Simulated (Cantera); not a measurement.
An isothermal, constant-pressure homogeneous reactor starts with 84.7 % N₂O, 15.3 % H₂O, at 1225 K and 0.799 atm.

Detailed kinetics in Cantera: GRI-Mech 3.0 (53 species, 325 reactions). GRI-Mech 3.0 was tuned for natural gas; its chemistry of N2O as a main component is partial and can be far from experiment. The mechanism lacks the step 2 NO + O2 → 2 NO2, which can matter for NO2 below about 1400 K. The temperature is held fixed by assumption; the heat of reaction is taken as removed at once.

One state of this run: x N₂O = 2.39e-7; x H₂O = 0.107; x NO = 0.0370; x O = 2.48e-8; x HO₂ = 2.14e-8. x: mole fraction; the columns are a selection and need not sum to one.

### Question
Which value of t (s) does it belong to?
A) 0.00767
B) 70.0
C) 0.733
D) 0.294

### Answer
B, 70.0
